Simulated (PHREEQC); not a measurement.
1 kg of water holding 0.25 mol KCl and 0.015 mol Na2B4O7 is evaporated at 25 °C; the solids stay in contact with the brine. CO2 from the air is kept out. Solids allowed: Halite, Sylvite, Borax, Boric_acid,s, KB5O8:4H2O, K2B4O7:4H2O, NaBO2:4H2O, NaB5O8:5H2O, Teepleite. Others were left out.

Computed with PHREEQC (Pitzer model, pitzer.dat).

```json
[
 {"water left (kg)": "1", "ionic strength": "0.280", "water activity": "0.990", "Sylvite (mol)": "0", "Borax (mol)": "0", "K2B4O7:4H2O (mol)": "0", "Na in solution (mol/kgw)": "0.0300", "B in solution (mol/kgw)": "0.0600", "pH": "9.08"},
 {"water left (kg)": "0.5554", "ionic strength": "0.507", "water activity": "0.983", "Sylvite (mol)": "0", "Borax (mol)": "0", "K2B4O7:4H2O (mol)": "0", "Na in solution (mol/kgw)": "0.0540", "B in solution (mol/kgw)": "0.108", "pH": "(withheld)"},
 {"water left (kg)": "0.2538", "ionic strength": "1.12", "water activity": "(withheld)", "Sylvite (mol)": "0", "Borax (mol)": "0", "K2B4O7:4H2O (mol)": "0", "Na in solution (mol/kgw)": "0.118", "B in solution (mol/kgw)": "0.236", "pH": "9.06"},
 {"water left (kg)": "0.1414", "ionic strength": "2.03", "water activity": "0.938", "Sylvite (mol)": "0", "Borax (mol)": "0", "K2B4O7:4H2O (mol)": "0", "Na in solution (mol/kgw)": "0.212", "B in solution (mol/kgw)": "0.424", "pH": "9.05"},
 {"water left (kg)": "0.06511", "ionic strength": "4.46", "water activity": "0.865", "Sylvite (mol)": "0", "Borax (mol)": "0", "K2B4O7:4H2O (mol)": "0", "Na in solution (mol/kgw)": "0.461", "B in solution (mol/kgw)": "0.922", "pH": "9.06"},
 {"water left (kg)": "0.03655", "ionic strength": "5.73", "water activity": "0.825", "Sylvite (mol)": "0.0706", "Borax (mol)": "0", "K2B4O7:4H2O (mol)": "0.00395", "Na in solution (mol/kgw)": "0.821", "B in solution (mol/kgw)": "1.21", "pH": "9.06"},
 {"water left (kg)": "0.02039", "ionic strength": "6.00", "water activity": "0.817", "Sylvite (mol)": "(withheld)", "Borax (mol)": "0.00241", "K2B4O7:4H2O (mol)": "0.00512", "Na in solution (mol/kgw)": "1.24", "B in solution (mol/kgw)": "1.46", "pH": "9.04"},
 {"water left (kg)": "0.008774", "ionic strength": "6.00", "water activity": "0.817", "Sylvite (mol)": "0.206", "Borax (mol)": "0.00958", "K2B4O7:4H2O (mol)": "0.00221", "Na in solution (mol/kgw)": "1.24", "B in solution (mol/kgw)": "1.46", "pH": "9.04"},
 {"water left (kg)": "0.004436", "ionic strength": "6.00", "water activity": "0.817", "Sylvite (mol)": "0.228", "Borax (mol)": "0.0123", "K2B4O7:4H2O (mol)": "0.00112", "Na in solution (mol/kgw)": "1.24", "B in solution (mol/kgw)": "1.46", "pH": "9.04"}
]
```

Task: Some entries are withheld; supply them.

Result: 
- 0.5554, pH: 9.07
- 0.2538, water activity: 0.965
- 0.02039, Sylvite (mol): 0.148

Species that the database lacks are ignored.
